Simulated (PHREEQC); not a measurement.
A column of 0.5 m (40 cells, dispersivity 0.018 m, 720 s a shift, diffusion coefficient 3e-10 m²/s) holds 0.0013 eq of the database's cation exchanger X per kg of pore water, first in equilibrium with 0.0023 mol/kgw KCl, 0.004 mol/kgw NaCl, 0.016 mol/kgw LiCl and 1e-05 mol/kgw HCl. It is flushed with 0.00042 mol/kgw CaCl2 and 1e-05 mol/kgw HCl, at 25 °C. Values are for the last cell. The system is closed to CO2. No solid was allowed to form.

Base run: PHREEQC, ion-association model, phreeqc.dat. Each further column changes one thing. The table gives K in solution (mol/kgw).

| pore volumes | base | exchange capacity from 0.0013 to 0.00065 eq/kgw | dispersivity from 0.018 to 0.036 m |
|---|---|---|---|
| 0 | 0.00230 | 0.00230 | 0.00230 |
| 0.6125 | 0.00221 | 0.00221 | 0.00204 |
| 1.212 | 0.000557 | 0.000657 | (withheld) |
| 1.812 | 0.000192 | (withheld) | 0.000333 |
| 2.413 | 0.000780 | 2.91e-6 | 0.000464 |
| 3.013 | 7.97e-6 | (withheld) | 2.84e-5 |
| 3.612 | 1.62e-7 | 1.57e-9 | 3.22e-6 |
| 4.213 | 3.89e-9 | 3.55e-11 | 4.11e-7 |
| 4.812 | 1.00e-10 | 7.87e-13 | 5.49e-8 |
| 5.412 | 2.70e-12 | 1.73e-14 | (withheld) |
| 6.013 | 7.41e-14 | 0 | 1.04e-9 |

Task: Fill in the missing entries.

Result: 
- 1.212, dispersivity from 0.018 to 0.036 m: 0.000702
- 1.812, exchange capacity from 0.0013 to 0.00065 eq/kgw: 0.000140
- 3.013, exchange capacity from 0.0013 to 0.00065 eq/kgw: 6.84e-8
- 5.412, dispersivity from 0.018 to 0.036 m: 7.51e-9
